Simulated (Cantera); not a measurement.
Cantera run:

```python
import numpy as np
import cantera as ct

gas_names = """
    H H2 P PH PH3 P2 P4
""".split()
cond_names = """
    P(cr) P(L)
""".split()


# ... load() reads the species with a 1 bar reference pressure and builds the phases ...
atoms = {
    'PH3': {'P': 1, 'H': 3},
    'H2': {'H': 2},
}
top_T = {}  # K; cautious upper limits of use, not melting points


# ... equilibrate(T, P, feed) seeds the gas with the atoms and calls Mixture.equilibrate('TP', solver="vcs", rtol=1e-11, max_steps=5000) ...
results = []
feed = {'PH3': 1, 'H2': 0.067}  # mol
T = 1298.15  # K
P = 340000  # Pa
mix = equilibrate(T, P, feed)
results.append((T, P, feed, dict(zip(mix.species_names, mix.species_moles))))
print(gas.report(threshold=0.0001))
for i in range(1, mix.n_phases):
    print(f"{mix.phase(i).name:16s} {mix.phase_moles(i):12.5e} mol")
```

Output:

```
       temperature   1298.2 K
          pressure   3.4e+05 Pa
           density   0.57952 kg/m^3
  mean mol. weight   18.397 kg/kmol
   phase of matter   gas

                          1 kg             1 kmol
                     ---------------   ---------------
          enthalpy        2.6372e+06        4.8517e+07  J
   internal energy        2.0505e+06        3.7723e+07  J
           entropy             10738        1.9755e+05  J/K
    Gibbs function       -1.1303e+07       -2.0794e+08  J
 heat capacity c_p            2038.8             37508  J/K
 heat capacity c_v            1586.9             29194  J/K

                      mass frac. Y      mole frac. X     chem. pot. / RT
                     ---------------   ---------------   ---------------
                H2          0.092401            0.8432           -17.139
               PH3         0.0017021        0.00092107           -34.595
                P2           0.14386          0.042722           -17.773
                P4           0.76204           0.11315           -35.547
     [   +3 minor]        1.0308e-06        1.1114e-06

P(L)              0.00000e+00 mol
```

Equilibrium computed with Cantera from the NASA thermochemical tables; the gas is ideal and each condensed phase is pure.
